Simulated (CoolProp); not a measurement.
C3F8 (R218) along the isotherm 382.2 K: density (kg/m³) from the reference equation and from simpler models built on Tc = 345.0 K, pc = 26.40 bar, ω = 0.317; each cubic takes its own stable root.

Values from CoolProp's reference Helmholtz-energy equation of state, Lemmon 2006. It is a short technical equation, of lower accuracy than the large ones.

```csv
p (bar),phase,reference,ideal gas,Peng-Robinson
6,gas,37.51,35.50,37.87
12,gas,79.97,71.00,81.38
18,gas,[?],106.5,132.4
24,gas,188.8,142.0,193.6
30,supercritical,[?],177.5,269.1
36,supercritical,359.6,213.0,[?]
42,supercritical,481.9,248.5,477.0
48,supercritical,615.4,284.0,[?]
54,supercritical,726.2,319.5,[?]
60,supercritical,805.3,355.0,768.7
66,supercritical,862.6,390.5,831.6
```

Q: What belongs in the gaps?

A: 
- 18, reference: 129.3
- 30, reference: 263.3
- 36, Peng-Robinson: 363.7
- 48, Peng-Robinson: 592.4
- 54, Peng-Robinson: 690.6
